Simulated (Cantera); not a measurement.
A closed system holds: 1 mol Si3N4, 0.49 mol N2O, 130 mol H2, at 700 °C and 0.0120 bar.

Equilibrium computed with Cantera from the NASA thermochemical tables; the gas is ideal and each condensed phase is pure. Candidate condensed phases: H2O, Si, SiO2, Si2N2O, Si3N4; 35 gas species. The numbers say what is thermodynamically allowed, not how fast it happens.

Base state: H2 0.995, N2 0.00500 (mole fractions); condensed: Si2N2O(s) + Si3N4(s).

**Question.** What changes in the equilibrium state with this change: 1.5 mol H2O added?

**Answer.** 
```tsv
species	before	after
H2	0.995	0.991
N2	0.00500	0.00869
Si2N2O(s), mol	0.490	1.34
Si3N4(s), mol	0.673	0
SiO2(β-quartz), mol	0	0.326
```
